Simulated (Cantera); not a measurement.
A closed system holds: 1 mol Si3N4, 1.9 mol H2O, 210 mol H2, equilibrated at 2023 K and 4.40 Pa.

Method: chemical equilibrium by Gibbs-energy minimisation in Cantera with the NASA 1993 tables (ideal gas, pure condensed phases). Candidate condensed phases: H2O, Si, SiO2, Si2N2O, Si3N4; 35 gas species. The numbers say what is thermodynamically allowed, not how fast it happens.

Base state: H2 0.734, H 0.245, N2 0.00809, SiO 0.00769, Si 0.00443, SiH 1.62e-5 (mole fractions); condensed: gas only.

### Question
What changes in the equilibrium state with this change: temperature from 2023 K to 1400 K?

### Answer
```json
[
 {"species": "H2", "before": "0.734", "after": "0.981"},
 {"species": "N2", "before": "0.00809", "after": "0.00926"},
 {"species": "SiO", "before": "0.00769", "after": "0.00880"},
 {"species": "H", "before": "0.245", "after": "0.000726"},
 {"species": "Si", "before": "0.00443", "after": "1.87e-5"},
 {"species": "SiH", "before": "1.62e-5", "after": "6.13e-7"},
 {"species": "Si(s), mol", "before": "0", "after": "1.10"}
]
```
